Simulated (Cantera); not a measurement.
A Cantera script and what it prints.

```python
import numpy as np
import cantera as ct

gas_names = """
    CL CLO CL2 Fe FeCL FeCL2 FeCL3 FeO Fe(OH)2 Fe2CL4 Fe2CL6 H HCL HOCL HO2 H2 H2O H2O2 O OH O2 O3
""".split()
cond_names = """
    Fe(a) Fe(c) Fe(d) Fe(L) FeCL2(s) FeCL2(L) FeCL3(s) FeCL3(L) FeO(s) FeO(L) Fe(OH)2(s) Fe(OH)3(s)
    Fe2O3(s) Fe3O4(s) H2O(s) H2O(L)
""".split()


# ... load() reads the species with a 1 bar reference pressure and builds the phases ...
atoms = {
    'Fe3O4': {'Fe': 3, 'O': 4},
    'HCl': {'H': 1, 'CL': 1},
}
top_T = {'Fe2O3(s)': 1830, 'Fe3O4(s)': 1870}  # K; cautious upper limits of use, not melting points


# ... equilibrate(T, P, feed) seeds the gas with the atoms and calls Mixture.equilibrate('TP', solver="vcs", rtol=1e-11, max_steps=5000) ...
results = []
feed = {'Fe3O4': 1, 'HCl': 0.017}  # mol
T = 1398  # K
P = 180000  # Pa
mix = equilibrate(T, P, feed)
results.append((T, P, feed, dict(zip(mix.species_names, mix.species_moles))))
print(gas.report(threshold=1e-06))
for i in range(1, mix.n_phases):
    print(f"{mix.phase(i).name:16s} {mix.phase_moles(i):12.5e} mol")
```

It prints:

```
       temperature   1398 K
          pressure   1.8e+05 Pa
           density   0.71907 kg/m^3
  mean mol. weight   46.435 kg/kmol
   phase of matter   gas

                          1 kg             1 kmol
                     ---------------   ---------------
          enthalpy       -1.8049e+06       -8.3811e+07  J
   internal energy       -2.0553e+06       -9.5435e+07  J
           entropy              5625         2.612e+05  J/K
    Gibbs function       -9.6687e+06       -4.4896e+08  J
 heat capacity c_p            861.34             39996  J/K
 heat capacity c_v            682.29             31682  J/K

                      mass frac. Y      mole frac. X     chem. pot. / RT
                     ---------------   ---------------   ---------------
                CL         0.0008669         0.0011355           -17.673
               CL2         0.0045232         0.0029624           -35.347
             FeCL2           0.22526          0.082526           -55.537
             FeCL3           0.13544          0.038774            -73.21
            Fe2CL4          0.005974         0.0010943           -111.07
            Fe2CL6        0.00038948        5.5753e-05           -146.42
               HCL           0.57055           0.72668           -32.867
              HOCL        4.3883e-06        3.8845e-06           -50.631
                H2         1.501e-07        3.4572e-06           -30.387
               H2O          0.056863           0.14657           -48.152
                OH        2.0078e-06        5.4819e-06           -32.958
                O2         0.0001321         0.0001917           -35.529
     [  +10 minor]        8.1798e-07        6.9226e-07

Fe(c)             0.00000e+00 mol
FeCL2(L)          0.00000e+00 mol
FeCL3(L)          0.00000e+00 mol
FeO(s)            0.00000e+00 mol
Fe(OH)2(s)        0.00000e+00 mol
Fe(OH)3(s)        0.00000e+00 mol
Fe2O3(s)          8.92132e-04 mol
Fe3O4(s)          9.98718e-01 mol
```

These are equilibrium values from Cantera (NASA tables, ideal gas, pure condensed phases), not measurements of a reactor. Mutual solubility and eutectic melting of coexisting phases are not modelled.
